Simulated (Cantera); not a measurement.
A perfectly stirred reactor is fed with C3H8 : H2 = 1 : 71 (molar parts), at 0.000503 atm; it is held at 1575 K, and followed from long to short residence time.

Model: GRI-Mech 3.0 (53 species, 325 reactions), integrated in Cantera. GRI-Mech 3.0 was tuned for natural gas; its chemistry of propane as a main component is partial and can be far from experiment. GRI-Mech 3.0 stops at C3 and has no aromatics, soot or wall deposition, so with more carbon than oxygen in the feed, carbon stays in small species such as C2H2 where larger ones or solid carbon would form. Radical loss at walls, strong at low pressure, is not modelled.

Question: What does this change do: C3H8 1 to 5.8 parts?

Answer: 
```json
[
 {"quantity": "x(C3H8) at τ = 5.70 s", "before": "1.04e-5", "after": "5.05e-5"},
 {"quantity": "x(H2) at τ = 5.70 s", "before": "0.971", "after": "0.880"},
 {"quantity": "x(H) at τ = 5.70 s", "before": "0.00210", "after": "0.00205"},
 {"quantity": "x(CH2) at τ = 5.70 s", "before": "9.25e-7", "after": "2.27e-6"},
 {"quantity": "x(C2H) at τ = 5.70 s", "before": "8.29e-8", "after": "5.03e-7"},
 {"quantity": "x(C3H8) at τ = 0.110 s", "before": "0.000438", "after": "0.00197"},
 {"quantity": "x(H2) at τ = 0.110 s", "before": "0.968", "after": "0.857"},
 {"quantity": "x(H) at τ = 0.110 s", "before": "0.00270", "after": "0.00309"},
 {"quantity": "x(CH2) at τ = 0.110 s", "before": "2.01e-6", "after": "6.66e-6"},
 {"quantity": "x(C2H) at τ = 0.110 s", "before": "5.57e-8", "after": "4.13e-7"}
]
```

Question: What does this change do: pressure from 0.000503 atm to 0.00355 atm?

Answer: 
```
quantity                  before    after
----------------------  --------  -------
x(C3H8) at τ = 5.70 s    1.04e-5  2.63e-6
x(H2) at τ = 5.70 s        0.971    0.973
x(H) at τ = 5.70 s       0.00210  0.00116
x(CH2) at τ = 5.70 s     9.25e-7  2.43e-7
x(C2H) at τ = 5.70 s     8.29e-8  5.15e-8
x(C3H8) at τ = 0.110 s  0.000438  9.65e-5
x(H2) at τ = 0.110 s       0.968    0.970
x(H) at τ = 0.110 s      0.00270  0.00184
x(CH2) at τ = 0.110 s    2.01e-6  8.69e-7
x(C2H) at τ = 0.110 s    5.57e-8  5.88e-8
```
